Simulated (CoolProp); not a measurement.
A single-stage vapour-compression cycle with the fluid: evaporating at 315.15 K (dew point), condensing at 374.15 K (bubble point), superheat 0 K, subcooling 2 K, compressor efficiency 0.75, no pressure losses. The same conditions are run with several fluids, on thermodynamics alone (safety and materials aside).

Model: reference Helmholtz-energy equation of state of each fluid (n-butane: Bücker 2006; R123: Younglove 1994; neopentane: Lemmon 2006; dimethyl ether: Wu 2011; R11: Jacobsen 1992; the fluoroketone C6F12O (FK-5-1-12): McLinden 2015), in CoolProp.

```
fluid                                cooling COP  pressure ratio  discharge temperature (K)  refrigerating effect (kJ/kg)  volumetric capacity (kJ/m³)
-----------------------------------  -----------  --------------  -------------------------  ----------------------------  ---------------------------
n-butane                                    2.64            3.89                      374.2                           185                         1840
R123                                        2.99            4.87                      374.9                           102                         1050
neopentane                                  2.45            3.99                      374.1                           139                         1200
dimethyl ether                              2.61            3.58                      392.0                           212                         4160
R11                                         3.20            4.53                      388.0                           121                         1240
the fluoroketone C6F12O (FK-5-1-12)         1.64            5.82                      374.2                          24.5                          246
```

The compression ends wet for: n-butane; neopentane; the fluoroketone C6F12O (FK-5-1-12).
